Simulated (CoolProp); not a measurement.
A Linde-Hampson liquefier for CF4 (R14): isothermal reversible compression at 290 K from 1 atm to 30 MPa, throttling to 1 atm, return gas leaving the recuperator 10 K below the feed. Each further row changes one setting.

Model: reference Helmholtz-energy equation of state, Platzer 1990, in CoolProp. This equation is an older, rougher fit; its heat capacities, sound speeds and derivatives of the liquid may be far off and weren't checked against measurements.

```tsv
case	liquid yield per pass	compression work (kJ/kg of gas)
as stated	___	138
warm-end temperature 320 K	___	___
warm-end gap 15 K	___	138
```

Task: What belongs in the gaps?

Result: 
- as stated, liquid yield per pass: 0.296
- warm-end temperature 320 K, liquid yield per pass: 0.226
- warm-end temperature 320 K, compression work (kJ/kg of gas): 159
- warm-end gap 15 K, liquid yield per pass: 0.285
